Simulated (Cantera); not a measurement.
Feed: 1 mol SiH4, 0.045 mol HCl, 38 mol N2, held at 1227 °C and 11000 Pa.

Cantera equilibrium calculation (NASA polynomials, part measured and part estimated; ideal gas, pure solids and liquids). Candidate condensed phases: NH4Cl, Si, Si3N4; 28 gas species. Rates play no part.

Base state: N2 0.948, H2 0.0508, HCl 0.00114, H 1.20e-5 (mole fractions); condensed: Si3N4(s).

Q: What changes in the equilibrium state with this change: HCl from 0.045 to 4.8 mol?

A: 
| species | before | after |
|---|---|---|
| N2 | 0.948 | 0.848 |
| HCl | 0.00114 | 0.0933 |
| H2 | 0.0508 | 0.0528 |
| SiCl2 | 4.87e-7 | 0.00337 |
| SiCl4 | <1e-9 | 0.00121 |
| SiCl3 | 2.04e-9 | 0.00113 |
| SiHCl3 | <1e-9 | 7.07e-5 |
| Cl | 2.17e-7 | 1.74e-5 |
| H | 1.20e-5 | 1.22e-5 |
| Si3N4(s), mol | 0.333 | 0.248 |
The tables' values for SiCl3 are old estimates; treat these amounts as uncertain.
